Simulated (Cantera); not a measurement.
Input: 1 mol SiHCl₃, 0.097 mol C₂H₂, a varied amount of H₂, held at 1900 °C and 100 Torr.

Cantera equilibrium calculation (NASA polynomials, part measured and part estimated; ideal gas, pure solids and liquids). Candidate condensed phases: C, C₆H₆, C₇H₈, C₈H₁₈, Si, SiC; 109 gas species. Mutual solubility and eutectic melting of coexisting phases are not modelled. Gases not in the tables: Si₂H₆ and higher silanes. Rates play no part.

Task: Which condensed phases are stable at each of these points (n(H₂) (mol)): 3.5, 8.6, 21, 51, 130, 310, 750?

Result: 
```tsv
n(H₂) (mol)	condensed phases	Si condensed (%)
3.5	SiC(s)	19.3
8.6	Si(l) + SiC(s)	29.4
21	Si(l) + SiC(s)	47.7
51	Si(l) + SiC(s)	56.9
130	Si(l) + SiC(s)	45.0
310	SiC(s)	14.2
750	gas only	0.0
```

At 3.5 mol H₂ the condensed part is SiC(s). From 8.6 mol H₂ to 130 mol H₂ the condensed part is Si(l) + SiC(s). At 310 mol H₂ the condensed part is SiC(s). At 750 mol H₂ nothing is condensed.
